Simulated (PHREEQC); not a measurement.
Consider water at 20 °C with 36 mmol/kgw Cd(NO3)2 and 81 mmol/kgw KHSO4. Closed to the air; pH follows from the charge balance.

All values are PHREEQC results (ion-association model, wateq4f.dat), not measurements.

Precipitation was switched off in this run.

Predict the pH, ionic strength.

pH 1.42; ionic strength 0.214 mol/kgw.

In which forms is Cd present?

Cd+2 55 %, CdSO4 33 %, Cd(SO4)2-2 9.3 %, CdNO3+ 3.2 % of the Cd.
